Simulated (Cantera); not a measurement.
What does this Cantera script print?

```python
import numpy as np
import cantera as ct

gas = ct.Solution("gri30.yaml")
gas.TPX = 1325, 500000, {'CH4': 1, 'H2O': 1.6}
reactor = ct.IdealGasConstPressureReactor(gas, energy="off", clone=False)
net = ct.ReactorNet([reactor])
net.rtol, net.atol = 1e-08, 1e-18
show = ['CH4', 'H2O', 'CO', 'CH3', 'HO2']
times = np.geomspace(2e-06, 10, 9)

steps = ct.SolutionArray(gas, extra=["t"])
rows = []
print(f"{'t/s':>10s}{'T/K':>9s}{'P/Pa':>11s}" + "".join(f"{s:>11s}" for s in show))
for t in times:
    while net.time < t:
        t_next = net.step()
        steps.append(gas.state, t=t_next)
    rows.append([np.interp(t, steps.t, y) for y in (steps.T, steps.P, *steps(*show).X.T)])
    print(f"{t:10.3e}{rows[-1][0]:9.1f}{rows[-1][1]:11.4g}" + "".join(f"{x:11.3e}" for x in rows[-1][2:]))
rate = np.gradient(steps.T, steps.t)
print("integrator steps:", len(steps.t))
if steps.T.max() > steps.T[0] + 200:
    print(f"time of steepest temperature rise: {steps.t[rate.argmax()]:.4e} s")
gas.TPX = 1325, 500000, {'CH4': 1, 'H2O': 1.6}
gas.equilibrate("TP")
print(f"equilibrium (TP): T = {gas.T:.1f} K  " + "  ".join(f"{s} {gas[s].X[0]:.3e}" for s in show))
```

Result:

```
       t/s      T/K       P/Pa        CH4        H2O         CO        CH3        HO2
 2.000e-06   1325.0      5e+05  3.846e-01  6.154e-01  2.413e-22  5.128e-08  9.020e-25
 1.375e-05   1325.0      5e+05  3.846e-01  6.154e-01  1.022e-18  3.556e-07  2.416e-22
 9.457e-05   1325.0      5e+05  3.846e-01  6.154e-01  9.554e-15  2.327e-06  1.431e-19
 6.503e-04   1325.0      5e+05  3.846e-01  6.154e-01  2.338e-11  6.074e-06  3.374e-18
 4.472e-03   1325.0      5e+05  3.845e-01  6.154e-01  2.840e-09  6.633e-06  4.335e-18
 3.075e-02   1325.0      5e+05  3.837e-01  6.153e-01  3.391e-07  8.900e-06  9.881e-18
 2.115e-01   1325.0      5e+05  3.776e-01  6.135e-01  1.833e-05  1.059e-05  1.749e-17
 1.454e+00   1325.0      5e+05  3.383e-01  5.975e-01  3.407e-04  8.881e-06  1.506e-17
 1.000e+01   1325.0      5e+05  2.540e-01  5.559e-01  4.110e-03  9.913e-06  3.760e-17
integrator steps: 1149
equilibrium (TP): T = 1325.0 K  CH4 6.206e-04  H2O 1.132e-01  CO 1.990e-01  CH3 1.103e-08  HO2 2.501e-19
```

Cantera simulation using GRI-Mech 3.0 (53 species, 325 reactions); the numbers are that mechanism's predictions, not measurements.
